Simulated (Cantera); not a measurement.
Feed: 1 mol C, 0.93 mol H2O, 14 mol H2, equilibrated at 0.310 bar.

Method: chemical equilibrium by Gibbs-energy minimisation in Cantera with the NASA 1993 tables (ideal gas, pure condensed phases). Candidate condensed phases: C, C6H6, C7H8, C8H18, H2O; 110 gas species. Kinetics and transport are ignored. All values below are at 1327 °C.

Base state: H2 0.941, CO 0.0586, CH4 0.000448, H 9.47e-5, C2H2 (acetylene) 2.59e-5, H2O 1.49e-5 (mole fractions); condensed: C(graphite).

Q: What changes in the equilibrium state with this change: pressure from 0.310 bar to 0.000770 bar?

A: 
```tsv
species	before	after
H2	0.941	0.939
CO	0.0586	0.0586
H	9.47e-5	0.00190
CH4	0.000448	1.11e-6
H2O	1.49e-5	3.70e-8
C2H2 (acetylene)	2.59e-5	2.58e-5
C(graphite), mol	0.0623	0.0692
```
